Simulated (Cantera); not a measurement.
Input (Python, Cantera) and output of one run.

```python
import numpy as np
import cantera as ct

gas_names = """
    CL CL2 H HCL H2 N NH NH2 NH3 N2 N2H2 N2H4 Si SiCL SiCL2 SiCL3 SiCL4 SiH SiHCL3 SiH2 SiH2CL2 SiH3
    SiH3CL SiH4 SiN Si2 Si2N Si3
""".split()
cond_names = """
    NH4CL(a) NH4CL(b) Si(cr) Si(L) Si3N4(a)
""".split()


# ... load() reads the species with a 1 bar reference pressure and builds the phases ...
atoms = {
    'Si3N4': {'Si': 3, 'N': 4},
    'Cl2': {'CL': 2},
    'H2': {'H': 2},
}
top_T = {'Si3N4(a)': 2400}  # K; cautious upper limits of use, not melting points


# ... equilibrate(T, P, feed) seeds the gas with the atoms and calls Mixture.equilibrate('TP', solver="vcs", rtol=1e-11, max_steps=5000) ...
results = []
feed = {'Si3N4': 1, 'Cl2': 5.8, 'H2': 0.35}  # mol
T = 2173  # K
P = 61  # Pa
mix = equilibrate(T, P, feed)
results.append((T, P, feed, dict(zip(mix.species_names, mix.species_moles))))
x = sorted(zip(gas.X, gas.species_names), reverse=True)
print(f"T = {T:g} K  P = {P:g} Pa  gas = {mix.phase_moles(0):.4g} mol")
print("   x: " + "  ".join(f"{s} {v:.3e}" for v, s in x if v > 1e-06))
print("   condensed (mol): " + ("  ".join(f"{mix.phase(i).name} {mix.phase_moles(i):.4g}"
      for i in range(1, mix.n_phases) if mix.phase_moles(i) > 1e-12) or "none"))
```

Result:

```
T = 2173 K  P = 61 Pa  gas = 10.8 mol
   x: CL 4.725e-01  SiCL2 2.630e-01  N2 1.852e-01  HCL 6.058e-02  SiCL 6.323e-03  Si 5.601e-03  H 3.572e-03  SiCL3 2.830e-03  H2 3.342e-04  CL2 7.391e-05  SiCL4 2.746e-05  SiN 1.061e-05  SiH 1.180e-06  Si2 1.027e-06
   condensed (mol): none
```

Method: chemical equilibrium by Gibbs-energy minimisation in Cantera with the NASA 1993 tables (ideal gas, pure condensed phases). The tables' values for SiCl, SiCl3, SiN are old estimates; treat these amounts as uncertain.
